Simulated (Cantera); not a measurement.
Charge: 1 mol Al2O3, 89 mol H2, equilibrated at 13.3 mbar.

Equilibrium computed with Cantera from the NASA thermochemical tables; the gas is ideal and each condensed phase is pure. Candidate condensed phases: Al, Al2O3, H2O; 19 gas species. The tables' values for AlOH are old estimates; treat these amounts as uncertain. The numbers say what is thermodynamically allowed, not how fast it happens.

x: gas mole fraction; n: condensed amount in mol.

```
T (K)   x H2      x H     x H2O      x Al    x Al2O    x AlOH  n Al2O3(s)
-----  -----  -------  --------  --------  --------  --------  ----------
1800   0.997  0.00310   6.40e-5   3.39e-5   4.71e-6   2.23e-6       0.998
1850   0.995  0.00465  0.000112   5.85e-5   9.10e-6   4.17e-6       0.996
1900   0.993  0.00685  0.000190   9.80e-5   1.69e-5   7.53e-6       0.994
1950   0.990  0.00988  0.000315  0.000159   3.03e-5   1.32e-5       0.989
2000   0.985   0.0140  0.000507  0.000253   5.25e-5   2.24e-5       0.983
2050   0.979   0.0194  0.000796  0.000390   8.83e-5   3.69e-5       0.972
2100   0.971      ___       ___       ___       ___   5.93e-5       0.957
2150   0.961   0.0358   0.00184  0.000871  0.000229   9.29e-5       0.934
2200   0.948      ___       ___       ___       ___  0.000142       0.902
2250   0.931   0.0621   0.00389   0.00179  0.000537  0.000212       0.855
2300   0.911   0.0800   0.00549   0.00249  0.000794  0.000310       0.790
```

Question: What belongs in the gaps?

Answer: 
- 2200, x H: 0.0475
- 2200, x H2O: 0.00270
- 2200, x Al: 0.00126
- 2200, x Al2O: 0.000355
- 2100, x H: 0.0266
- 2100, x H2O: 0.00122
- 2100, x Al: 0.000589
- 2100, x Al2O: 0.000144
